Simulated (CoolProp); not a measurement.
Aqueous lithium chloride as a coolant, at -7 °C, 1 atm.

The numbers come from the Melinder's fits for secondary coolants in CoolProp.

| mass % | freezing point (°C) | density (kg/m³) | viscosity (mPa s) | cp (kJ/(kg K)) | Prandtl number |
|---|---|---|---|---|---|
| 7.6 | [?] | 1046 | 2.82 | 3.761 | 19.8 |
| 9.6 | -11.5 | 1058 | 3.02 | 3.644 | 20.6 |
| 11.6 | -15.2 | 1070 | 3.24 | 3.528 | 21.6 |
| 13.7 | -20.1 | 1083 | 3.50 | 3.410 | 22.7 |
| 15.7 | -26.2 | 1095 | 3.78 | 3.301 | 23.9 |
| 17.7 | -33.7 | 1107 | 4.10 | 3.200 | 25.3 |
| 19.7 | [?] | 1120 | 4.45 | 3.108 | 26.9 |
| 21.7 | -52.1 | 1133 | 4.88 | 3.032 | 28.9 |
| 23.8 | -62.0 | 1146 | [?] | 2.976 | [?] |

Question: Some entries are withheld; supply them.

Answer: 
- 7.6, freezing point (°C): -8.5
- 19.7, freezing point (°C): -42.5
- 23.8, viscosity (mPa s): 5.42
- 23.8, Prandtl number: 31.8
